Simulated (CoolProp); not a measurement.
R1336mzz(E) along the isobar 0.243 MPa: density (kg/m³) from the reference equation and from simpler models built on Tc = 403.5 K, pc = 2.779 MPa, ω = 0.413; each cubic takes its own stable root.

Values from CoolProp's reference Helmholtz-energy equation of state, Akasaka 2023.

| T (K) | phase | reference |
|---|---|---|
| 289.6 | liquid | 1351 |
| 298.9 | liquid | 1323 |
| 308.1 | gas | 17.07 |
| 317.4 | gas | 16.39 |
| 326.7 | gas | 15.79 |
| 335.9 | gas | 15.24 |
| 345.2 | gas | 14.73 |
| 354.4 | gas | 14.27 |
| 363.7 | gas | 13.84 |
| 373 | gas | 13.43 |
| 382.2 | gas | 13.06 |
| 391.5 | gas | 12.70 |
| 400.7 | gas | 12.37 |
| 410 | gas | 12.06 |

**Question.** How far does each simpler model (van der Waals, Peng-Robinson) lie from the reference over these 14 states: mean and median of the absolute difference, and the worst?

**Answer.** 
- van der Waals: mean 15.6 %, median 1.8 %, worst -98.7 % at 298.9 K and 0.243 MPa
- Peng-Robinson: mean 0.3 %, median 0.2 %, worst -1.4 % at 298.9 K and 0.243 MPa

At some of these states van der Waals gives the other phase, because its saturation line lies elsewhere.
